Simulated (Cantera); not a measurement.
A closed system holds: 1 mol B2O3, 130 mol H2, 15 mol N2, held at 0.100 bar.

Method: chemical equilibrium by Gibbs-energy minimisation in Cantera with the NASA 1993 tables (ideal gas, pure condensed phases). Candidate condensed phases: B, BN, B2O3, B3O3H3, H2O; 39 gas species. N2 is the only nitrogen source here; it is nearly inert below about 1500 K, so the nitride shown seldom forms there in practice. Mutual solubility and eutectic melting of coexisting phases are not modelled. Gases not in the tables: H3BO3. Equilibrium is a limit: real reactors are often held back by kinetics, nucleation or transport.

Question: Which condensed phases are stable at each of these points (T (°C)): 825, 975, 1125, 1275, 1425, 1575, 1725, 1875, 2025?

Answer: 
```json
[
 {"T (°C)": "825", "condensed phases": "BN(s) + B2O3(l)", "B condensed (%)": "99.8"},
 {"T (°C)": "975", "condensed phases": "BN(s) + B2O3(l)", "B condensed (%)": "98.4"},
 {"T (°C)": "1125", "condensed phases": "BN(s) + B2O3(l)", "B condensed (%)": "90.0"},
 {"T (°C)": "1275", "condensed phases": "BN(s) + B2O3(l)", "B condensed (%)": "44.9"},
 {"T (°C)": "1425", "condensed phases": "gas only", "B condensed (%)": "0.0"},
 {"T (°C)": "1575", "condensed phases": "gas only", "B condensed (%)": "0.0"},
 {"T (°C)": "1725", "condensed phases": "gas only", "B condensed (%)": "0.0"},
 {"T (°C)": "1875", "condensed phases": "gas only", "B condensed (%)": "0.0"},
 {"T (°C)": "2025", "condensed phases": "gas only", "B condensed (%)": "0.0"}
]
```

From 825 °C to 1275 °C the condensed part is BN(s) + B2O3(l). From 1425 °C to 2025 °C nothing is condensed.
